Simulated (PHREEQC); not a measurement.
Dissolve 36 mmol/kgw Cu(NO3)2, 78 mmol/kgw H2SO4 and 0.31 mmol/kgw NaCl at 25 °C. Closed to the air; pH follows from the charge balance.

Equilibrium calculation in PHREEQC: ion-association model, wateq4f.dat.

This is a speciation only: nothing precipitates in the calculation.

What pH, ionic strength does the model give?

pH 1.08; ionic strength 0.203 mol/kgw.

In which forms is Cl present?

Cl- 98 %, CuCl+ 2.3 % of the Cl.
